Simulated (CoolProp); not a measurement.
Properties of chlorine along the isobar 0.101 MPa.

Computed with CoolProp (reference Helmholtz-energy equation of state, Thol 2021).

| T (K) | phase | cv (kJ/(kg K)) | speed of sound (m/s) | Joule-Thomson coefficient (K/MPa) | expansivity (1/kK) |
|---|---|---|---|---|---|
| 181.1 | liquid | 0.5326 | 1291 | -0.4417 | 1.557 |
| 199.5 | liquid | 0.5186 | 1218 | -0.4331 | 1.604 |
| 217.9 | liquid | 0.5073 | 1145 | -0.4186 | 1.668 |
| 236.3 | liquid | 0.4988 | 1071 | -0.3969 | 1.751 |
| 254.7 | gas | 0.3561 | 197.4 | 43.85 | 4.215 |
| 273.1 | gas | 0.3607 | 204.5 | 36.90 | 3.873 |
| 291.5 | gas | 0.3646 | 211.3 | 31.36 | 3.588 |
| 309.9 | gas | 0.3682 | 217.8 | 26.94 | 3.347 |
| 328.4 | gas | 0.3715 | 224.1 | 23.33 | 3.138 |
| 346.8 | gas | 0.3746 | 230.3 | 20.39 | 2.956 |
| 365.2 | gas | 0.3775 | 236.2 | 17.95 | 2.796 |
| 383.6 | gas | 0.3800 | 242.0 | 15.91 | 2.654 |
| 402 | gas | 0.3824 | 247.6 | 14.21 | 2.526 |
